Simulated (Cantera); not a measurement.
Cantera run:

```python
import numpy as np
import cantera as ct

gas_names = """
    Ca CaF CaF2 CaO Ca2 F FO FO2 F2 F2O N NF NF2 NF3 NO NO2 NO3 N2 N2O O O2 O3
""".split()
cond_names = """
    Ca(a) Ca(b) Ca(L) CaF2(a) CaF2(b) CaF2(L) CaO(s) CaO(L)
""".split()


# ... load() reads the species with a 1 bar reference pressure and builds the phases ...
atoms = {
    'CaF2': {'Ca': 1, 'F': 2},
    'O2': {'O': 2},
    'N2': {'N': 2},
}
top_T = {}  # K; cautious upper limits of use, not melting points


# ... equilibrate(T, P, feed) seeds the gas with the atoms and calls Mixture.equilibrate('TP', solver="vcs", rtol=1e-11, max_steps=5000) ...
results = []
feed = {'CaF2': 1, 'O2': 5.2, 'N2': 5.1}  # mol
T = 1598  # K
P = 6000  # Pa
mix = equilibrate(T, P, feed)
results.append((T, P, feed, dict(zip(mix.species_names, mix.species_moles))))
x = sorted(zip(gas.X, gas.species_names), reverse=True)
print(f"T = {T:g} K  P = {P:g} Pa  gas = {mix.phase_moles(0):.4g} mol")
print("   x: " + "  ".join(f"{s} {v:.3e}" for v, s in x if v > 0.001))
print("   condensed (mol): " + ("  ".join(f"{mix.phase(i).name} {mix.phase_moles(i):.4g}"
      for i in range(1, mix.n_phases) if mix.phase_moles(i) > 1e-12) or "none"))
```

It prints:

```
T = 1598 K  P = 6000 Pa  gas = 10.3 mol
   x: O2 5.035e-01  N2 4.938e-01  NO 2.352e-03
   condensed (mol): CaF2(b) 0.9974  CaO(s) 1.161e-06
```

These are equilibrium values from Cantera (NASA tables, ideal gas, pure condensed phases), not measurements of a reactor.
